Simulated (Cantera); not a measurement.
Nitride etching: Si₃N₄ + HCl

A closed system holds: 1 mol Si₃N₄, 34 mol HCl, equilibrated at 0.100 bar.

Cantera equilibrium calculation (NASA polynomials, part measured and part estimated; ideal gas, pure solids and liquids). Candidate condensed phases: NH₄Cl, Si, Si₃N₄; 28 gas species. The tables' values for SiCl₃ are old estimates; treat these amounts as uncertain. The numbers say what is thermodynamically allowed, not how fast it happens.

```csv
T (K),log p HCl,log p H₂,log p SiCl₄,log p N₂,log p SiCl₃,log p SiCl₂,log p SiHCl₃,log p Cl
1125,-1.18,-1.74,-2.04,-2.22,-4.64,-6.15,-4.37,-7.71
1175,-1.18,-1.74,-2.05,-2.22,-4.30,-5.56,-4.24,-7.27
1225,-1.18,-1.74,-2.05,-2.22,-3.99,-5.03,-4.13,-6.87
1275,-1.17,-1.75,-2.06,-2.22,-3.71,-4.55,-4.02,-6.50
1325,-1.17,-1.75,-2.07,-2.22,-3.46,-4.11,-3.94,-6.16
1375,-1.17,-1.76,-2.09,-2.22,-3.24,-3.72,-3.87,-5.84
1425,-1.17,-1.77,-2.12,-2.22,-3.05,-3.38,-3.83,-5.54
1475,-1.16,-1.79,-2.17,-2.22,-2.90,-3.10,-3.82,-5.25
```
log p: log10 of the partial pressure in bar; nothing condenses.

From 1125 K to 1475 K nothing is condensed. The main Si-bearing gas is SiCl₄ throughout.
